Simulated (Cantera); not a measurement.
Input (Python, Cantera) and output of one run.

```python
import numpy as np
import cantera as ct

gas_names = """
    Fe FeO N NO NO2 NO3 N2 N2O O O2 O3 S SN SO SO2 SO3 S2 S2O S8
""".split()
cond_names = """
    Fe(a) Fe(c) Fe(d) Fe(L) FeO(s) FeO(L) FeS(a) FeS(b) FeS(c) FeS(L) FeSO4(s) FeS2(s) Fe2O3(s)
    Fe2S3O12(s) Fe3O4(s) S(cr1) S(cr2) S(L)
""".split()


# ... load() reads the species with a 1 bar reference pressure and builds the phases ...
atoms = {
    'FeS2': {'Fe': 1, 'S': 2},
    'SO2': {'S': 1, 'O': 2},
    'N2': {'N': 2},
}
top_T = {'FeSO4(s)': 950, 'FeS2(s)': 1010, 'Fe2O3(s)': 1830, 'Fe2S3O12(s)': 1100, 'Fe3O4(s)': 1870}  # K; cautious upper limits of use, not melting points


# ... equilibrate(T, P, feed) seeds the gas with the atoms and calls Mixture.equilibrate('TP', solver="vcs", rtol=1e-11, max_steps=5000) ...
results = []
feed = {'FeS2': 1, 'SO2': 0.056, 'N2': 19}  # mol
P = 9200  # Pa
for T in [650, 700, 750, 800, 850, 900, 950, 1000, 1050]:
    mix = equilibrate(T, P, feed)
    results.append((T, P, feed, dict(zip(mix.species_names, mix.species_moles))))

top = {s: max(r[3][s] / sum(r[3][g] for g in gas_names) for r in results) for s in gas_names}
cols = sorted((s for s in top if top[s] > 1e-06), key=lambda s: -top[s])[:8]
seen = [c for c in cond_names if any(r[3].get(c, 0) > 1e-12 for r in results)]
print("log10 of partial pressures in bar; condensed amounts in mol")
print(f"{'T/K':>10s}" + "".join(f"{s[:9]:>10s}" for s in cols + seen))
for T, P, feed, n in results:
    ng = sum(n[g] for g in gas_names)
    print(f"{T:10.4g}" + "".join(f"{np.log10(max(n[s] / ng * P / 1e5, 1e-99)):10.3f}" for s in cols)
          + "".join(f"{n.get(c, 0):10.4g}" for c in seen))
```

Result:

```
log10 of partial pressures in bar; condensed amounts in mol
       T/K        N2        S2       SO2       S2O        SO    FeS(c)   FeS2(s)  Fe3O4(s)
       650    -1.037    -6.543    -3.568    -7.813   -11.023         0         1 1.542e-05
       700    -1.037    -5.809    -3.569    -7.287   -10.142         0    0.9998 8.237e-05
       750    -1.038    -5.172    -3.574    -6.831    -9.379         0    0.9989 0.0003546
       800    -1.038    -4.005    -3.569    -5.972    -8.556   0.04132    0.9587         0
       850    -1.043    -2.916    -3.579    -5.175    -7.821    0.5117    0.4883         0
       900    -1.049    -2.630    -3.588    -4.979    -7.338         1         0         0
       950    -1.049    -2.630    -3.588    -4.990    -6.967         1         0         0
      1000    -1.049    -2.630    -3.588    -5.001    -6.632         1         0         0
      1050    -1.049    -2.630    -3.588    -5.010    -6.330         1         0         0
```

Equilibrium computed with Cantera from the NASA thermochemical tables; the gas is ideal and each condensed phase is pure. FeS: taken at fixed stoichiometry. Gases not in the tables: S3 to S7.
